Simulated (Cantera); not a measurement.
Input: 1 mol CO, 3.5 mol H2O, equilibrated at 13.0 Pa.

Cantera equilibrium calculation (NASA polynomials, part measured and part estimated; ideal gas, pure solids and liquids). Candidate condensed phases: C, C6H6, C7H8, C8H18, H2O; 131 gas species. Ions and electrons are included (thermal ionisation). Rates play no part.

**Question.** At 3227 °C, list the 4 most abundant gas species with their mole fractions, and the condensed phases.

**Answer.** H 0.608, O 0.304, CO 0.0870, H2 0.000138. Condensed: gas only.
